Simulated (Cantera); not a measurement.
Input: 1 mol KCl, 0.65 mol H2, 4.6 mol N2, held at 1750 K and 0.350 bar.

Method: chemical equilibrium by Gibbs-energy minimisation in Cantera with the NASA 1993 tables (ideal gas, pure condensed phases). Candidate condensed phases: K, KCl, NH4Cl; 17 gas species. Equilibrium is a limit: real reactors are often held back by kinetics, nucleation or transport.

Base state: N2 0.737, KCl 0.153, H2 0.103, K 0.00245, HCl 0.00245, K2Cl2 0.00224, H 0.000126 (mole fractions); condensed: gas only.

Task: What changes in the equilibrium state with this change: pressure from 0.350 bar to 0.133 bar?

Result: 
```csv
species,before,after
N2,0.737,0.735
KCl,0.153,0.155
H2,0.103,0.102
K2Cl2,0.00224,0.000875
H,0.000126,0.000204
K,0.00245,0.00313
HCl,0.00245,0.00313
```
